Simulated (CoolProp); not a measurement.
Computed with CoolProp (reference Helmholtz-energy equation of state, Zhou 2011).

For dimethyl carbonate, give the phase and the cp (kJ/(kg K)) at 384.4 K and 0.101 MPa; 402.8 K and 0.101 MPa; 421.1 K and 0.101 MPa.


- 384.4 K and 0.101 MPa: gas; cp 1.42
- 402.8 K and 0.101 MPa: gas; cp 1.46
- 421.1 K and 0.101 MPa: gas; cp 1.50
